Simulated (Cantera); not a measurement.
# Thermodynamics of tantalum, niobium, vanadium and zirconium in process gases, feed Ta + O₂

Input: 1 mol Ta, a varied amount of O₂, held at 2748.15 K and 4.90 Pa.

Equilibrium computed with Cantera from the NASA thermochemical tables; the gas is ideal and each condensed phase is pure. Candidate condensed phases: Ta, Ta₂O₅; 6 gas species. Condensed phases not in the tables: N, O or C dissolved in the metal. The numbers say what is thermodynamically allowed, not how fast it happens.

From 0.038 mol O₂ to 0.51 mol O₂ the condensed part is Ta(s). From 1.2 mol O₂ to 6.8 mol O₂ nothing is condensed. The main Ta-bearing gas is TaO at 0.038 mol O₂ and TaO₂ at 6.8 mol O₂.

```
n(O₂) (mol)  log p TaO  log p O  log p TaO₂  log p O₂  n Ta(s)
-----------  ---------  -------  ----------  --------  -------
0.038            -4.35    -6.54       -5.35    -10.37    0.931
0.09             -4.35    -6.54       -5.35    -10.37    0.836
0.21             -4.35    -6.54       -5.35    -10.37    0.617
0.51             -4.35    -6.54       -5.35    -10.37   0.0694
1.2              -5.34    -4.77       -4.56     -6.83        0
2.9              -6.14    -4.42       -5.02     -6.13        0
6.8              -6.62    -4.36       -5.43     -6.00        0
```
log p: log10 of the partial pressure in bar; n: condensed amount in mol.
